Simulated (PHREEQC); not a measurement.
Make-up at 25 °C: 1.2 mmol/kgw CsOH, 0.48 mmol/kgw NaAlO2 and 84 mmol/kgw K2CO3. Closed to the air; pH follows from the charge balance.

Model: ion-association model, wateq4f.dat, run in PHREEQC.

Each row changes one thing in this solution. No solid was allowed to form.

```csv
case,pH,ionic strength (mol/kgw),CO3-2 (mol/kgw),HCO3- (mol/kgw),CO2 (mol/kgw)
as made,11.42,0.251,0.0813,0.00260,1.54e-8
NaAlO2 left out,11.42,0.251,0.0814,0.00260,1.55e-8
CsOH from 0.0012 to 0.012 mol/kgw,11.94,0.263,0.0831,0.000783,1.38e-9
NaAlO2 from 0.00048 to 0.00096 mol/kgw,11.42,0.251,(withheld),0.00259,1.54e-8
diluted 100-fold with water,10.49,0.00222,(withheld),0.000313,2.17e-8
CsOH from 0.0012 to 0.0006 mol/kgw,11.38,0.250,0.0810,0.00285,1.87e-8
temperature from 25 to 80 °C,10.51,(withheld),0.0729,0.0107,4.85e-7
```

Task: Some entries are withheld; supply them.

Result: 
- NaAlO2 from 0.00048 to 0.00096 mol/kgw, CO3-2 (mol/kgw): 0.0811
- diluted 100-fold with water, CO3-2 (mol/kgw): 0.000527
- temperature from 25 to 80 °C, ionic strength (mol/kgw): 0.242

Constants without temperature data keep their 25 °C values here.
